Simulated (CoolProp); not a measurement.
Vapour-liquid equilibrium of ethanol (1) + n-heptane (2) at 416.9 K; x and y are mole fractions of (1).

Values from CoolProp's multi-fluid Helmholtz-energy mixture model, Schroeder 2014 and Span 2003; pair parameters Bell 2016.

```csv
x,"bubble pressure, mixture model (MPa)","bubble pressure, Raoult's law (MPa)","y, mixture model","y, Raoult's law"
0.05,0.4571,0.3507,0.290,0.119
0.15,0.6243,0.4018,0.496,0.312
0.25,0.7139,0.4529,0.577,0.461
0.35,0.7653,0.5040,0.622,0.581
0.45,0.7988,0.5550,0.655,0.678
0.55,0.8238,0.6061,0.688,0.759
0.65,0.8434,0.6572,0.726,0.827
0.75,0.8565,0.7083,0.776,0.885
0.85,0.8597,0.7593,0.845,0.936
0.95,0.8483,0.8104,0.940,0.980
```

The largest gap from Raoult's law is +57.6 % in bubble pressure, at x = 0.25. y crosses x between x = 0.75 and 0.85: the model has an azeotrope there.

Pair parameters are fitted to limited data, so mixtures are less certain than the pure fluids. With so large a gap from Raoult's law the liquid may split in two, which this calculation doesn't test in full.
